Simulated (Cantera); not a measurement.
What does this Cantera script print?

```python
import numpy as np
import cantera as ct

gas = ct.Solution("gri30.yaml")
gas.TPX = 1975, 28, {'C2H6': 1, 'N2': 1.6}
reactor = ct.IdealGasConstPressureReactor(gas, energy="off", clone=False)
net = ct.ReactorNet([reactor])
net.rtol, net.atol = 1e-08, 1e-18
show = ['C2H6', 'HCN', 'C2H2', 'C2H4', 'CH4', 'H2']
times = np.geomspace(0.0003, 40, 10)

steps = ct.SolutionArray(gas, extra=["t"])
rows = []
print(f"{'t/s':>10s}{'T/K':>9s}{'P/Pa':>11s}" + "".join(f"{s:>11s}" for s in show))
for t in times:
    while net.time < t:
        t_next = net.step()
        steps.append(gas.state, t=t_next)
    rows.append([np.interp(t, steps.t, y) for y in (steps.T, steps.P, *steps(*show).X.T)])
    print(f"{t:10.3e}{rows[-1][0]:9.1f}{rows[-1][1]:11.4g}" + "".join(f"{x:11.3e}" for x in rows[-1][2:]))
rate = np.gradient(steps.T, steps.t)
print("integrator steps:", len(steps.t))
if steps.T.max() > steps.T[0] + 200:
    print(f"time of steepest temperature rise: {steps.t[rate.argmax()]:.4e} s")
gas.TPX = 1975, 28, {'C2H6': 1, 'N2': 1.6}
gas.equilibrate("TP")
print(f"equilibrium (TP): T = {gas.T:.1f} K  " + "  ".join(f"{s} {gas[s].X[0]:.3e}" for s in show))
```

It prints:

```
       t/s      T/K       P/Pa       C2H6        HCN       C2H2       C2H4        CH4         H2
 3.000e-04   1975.0         28  3.096e-01  1.148e-09  6.058e-07  6.305e-04  2.290e-03  1.494e-03
 1.113e-03   1975.0         28  1.570e-01  5.388e-07  4.122e-04  2.452e-02  1.856e-02  3.391e-02
 4.130e-03   1975.0         28  7.052e-03  6.283e-06  3.865e-02  8.974e-02  7.282e-02  1.483e-01
 1.533e-02   1975.0         28  1.061e-04  1.362e-05  1.513e-01  3.206e-02  8.075e-02  2.945e-01
 5.687e-02   1975.0         28  2.297e-05  1.632e-05  1.897e-01  5.603e-03  6.245e-02  3.524e-01
 2.110e-01   1975.0         28  6.176e-06  1.847e-05  2.019e-01  1.144e-03  4.246e-02  3.826e-01
 7.830e-01   1975.0         28  1.539e-06  2.192e-05  2.097e-01  2.765e-04  2.138e-02  4.077e-01
 2.905e+00   1975.0         28  1.347e-07  3.298e-05  2.151e-01  2.936e-05  4.923e-03  4.258e-01
 1.078e+01   1975.0         28  6.475e-10  7.760e-05  2.160e-01  1.808e-06  2.199e-04  4.272e-01
 4.000e+01   1975.0         28  3.687e-14  1.337e-04  2.141e-01  4.630e-07  1.173e-06  4.155e-01
integrator steps: 1718
equilibrium (TP): T = 1975.0 K  C2H6 7.752e-15  HCN 1.341e-01  C2H2 1.441e-01  C2H4 1.238e-07  CH4 4.724e-07  H2 3.977e-01
```

Detailed kinetics in Cantera: GRI-Mech 3.0 (53 species, 325 reactions). GRI-Mech 3.0 stops at C3 and has no aromatics, soot or wall deposition, so with more carbon than oxygen in the feed, carbon stays in small species such as C2H2 where larger ones or solid carbon would form. Radical loss at walls, strong at low pressure, is not modelled.
